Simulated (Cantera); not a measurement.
A closed system holds: 1 mol SiH4, 0.82 mol C3H8, 490 mol H2, equilibrated at 2398 K and 29000 Pa.

Method: chemical equilibrium by Gibbs-energy minimisation in Cantera with the NASA 1993 tables (ideal gas, pure condensed phases). Candidate condensed phases: C, C6H6, C7H8, C8H18, Si, SiC; 87 gas species. Gases not in the tables: Si2H6 and higher silanes. Kinetics and transport are ignored.

Base state: H2 0.967, H 0.0288, C2H2 (acetylene) 0.00228, Si 0.00136, SiH 0.000224, SiH2 0.000125, SiC2 8.88e-5, Si2C 8.58e-5 (mole fractions); condensed: gas only.

Task: What changes in the equilibrium state with this change: C3H8 from 0.82 to 0.0045 mol?

Result: 
```json
[
 {"species": "H2", "before": "0.967", "after": "0.969"},
 {"species": "H", "before": "0.0288", "after": "0.0288"},
 {"species": "Si", "before": "0.00136", "after": "0.00157"},
 {"species": "C2H2 (acetylene)", "before": "0.00228", "after": "8.32e-6"},
 {"species": "SiC2", "before": "8.88e-5", "after": "3.72e-7"},
 {"species": "CH3", "before": "1.55e-5", "after": "9.37e-7"},
 {"species": "CH4", "before": "2.82e-5", "after": "1.71e-6"},
 {"species": "Si2C", "before": "8.58e-5", "after": "6.83e-6"}
]
```

Task: What changes in the equilibrium state with this change: SiH4 replaced by Si(CH3)4?

Result: 
```json
[
 {"species": "H2", "before": "0.967", "after": "0.963"},
 {"species": "H", "before": "0.0288", "after": "0.0287"},
 {"species": "C2H2 (acetylene)", "before": "0.00228", "after": "0.00602"},
 {"species": "Si", "before": "0.00136", "after": "0.00122"},
 {"species": "C4H2", "before": "2.21e-6", "after": "1.55e-5"},
 {"species": "C2H", "before": "3.88e-6", "after": "1.03e-5"}
]
```
